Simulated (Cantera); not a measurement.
A perfectly stirred reactor is fed with CH₄ : O₂ : N₂ : H₂O = 1 : 1.33 : 5.01 : 0.48 (molar parts), at 6.90 bar; it is adiabatic with a 823 K inlet, and is followed from long to short residence time, starting on the burning branch (τ in s: 0.12, 0.053, 0.024, 0.011, 0.0051, 0.0024, 0.0011, 0.0005, 0.00023, 0.0001, 4.8e-05, 2.2e-05, 1e-05).

Computed with Cantera and GRI-Mech 3.0 (53 species, 325 reactions).

Problem. Predict: blow-out, bracketed by the residence times tried; x(CH₄) at τ = 0.120 s; x(O₂) at τ = 0.120 s; x(NO) at τ = 0.120 s; x(C₂H₆) at τ = 0.120 s; x(CH₄) at τ = 1.10 ms; x(O₂) at τ = 1.10 ms; x(NO) at τ = 1.10 ms; x(NO₂) at τ = 1.10 ms; x(C₂H₆) at τ = 1.10 ms.

Solution. 
- blow-out, bracketed by the residence times tried = burning at 0.100 ms, out at 48.0 µs
- x(CH₄) at τ = 0.120 s = 7.27e-5
- x(O₂) at τ = 0.120 s = 1.71e-5
- x(NO) at τ = 0.120 s = 6.25e-5
- x(C₂H₆) at τ = 0.120 s = 1.13e-9
- x(CH₄) at τ = 1.10 ms = 0.00250
- x(O₂) at τ = 1.10 ms = 0.00126
- x(NO) at τ = 1.10 ms = 9.13e-5
- x(NO₂) at τ = 1.10 ms = 2.39e-9
- x(C₂H₆) at τ = 1.10 ms = 2.21e-6
